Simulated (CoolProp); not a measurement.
A closed Brayton cycle with carbon dioxide: compressor inlet 321.15 K and 7.9 MPa, high pressure 16.2 MPa, turbine inlet 910 K, compressor efficiency 0.8, turbine efficiency 0.9, recuperator effectiveness 0.8 (on enthalpy, no pinch check). Each further row changes one setting.

Values from CoolProp's reference Helmholtz-energy equation of state, Span 1996.

```csv
case,thermal efficiency (%),net work (kJ/kg),compressor to turbine work,compressor exit (K),turbine exit (K)
as stated,26.2,70.7,0.34,381.3,818.1
turbine inlet 860 K,25.5,64.4,0.36,381.3,771.4
compressor inlet 331.15 K,25.5,65.7,0.39,395.9,818.1
high pressure 13.8 MPa,23.0,56.8,0.32,367.5,838.1
recuperator effectiveness 0.5,16.7,70.7,0.34,381.3,818.1
```
